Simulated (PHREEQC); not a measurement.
A column of 0.5 m (40 cells, dispersivity 0.04 m, 3600 s a shift, diffusion coefficient 3e-10 m²/s) holds 0.11 eq of the database's cation exchanger X per kg of pore water, first in equilibrium with 0.0042 mol/kgw KBr, 0.0025 mol/kgw KCl and 1e-05 mol/kgw HCl. It is flushed with 0.082 mol/kgw BaCl2 and 1e-05 mol/kgw HCl, at 25 °C. Values are for the last cell. CO2 from the air is kept out. Nothing may precipitate in this run.

The series has 33 steps of pore volumes, from 0 to 4.013.

Equilibrium calculation in PHREEQC: ion-association model, phreeqc.dat.

Problem. After how many pore volumes does Ba at the outlet first reach half of its feed value?

Solution. By 1.6 pore volumes.

Complexes and solids missing from the database can't appear.
